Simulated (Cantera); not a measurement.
# Hydrogen reduction and annealing atmospheres: ZrO2 + H2 + N2

Input: 1 mol ZrO2, 0.7 mol H2, 0.44 mol N2, equilibrated at 1348 K and 2.60 mbar.

Method: chemical equilibrium by Gibbs-energy minimisation in Cantera with the NASA 1993 tables (ideal gas, pure condensed phases). Candidate condensed phases: H2O, Zr, ZrN, ZrO2; 28 gas species. Equilibrium is a limit: real reactors are often held back by kinetics, nucleation or transport.

| Quantity | Value |
|---|---|
| x(H2) | 0.614 |
| x(N2) | 0.386 |
| x(H) | 3.56e-5 |
| x(H2O) | 1.10e-6 |
| n(ZrO2(monoclinic)) | 1.000 mol |
| gas amount | 1.140 mol |
| log10 activity of Zr(β) (absent) | -7.81 |
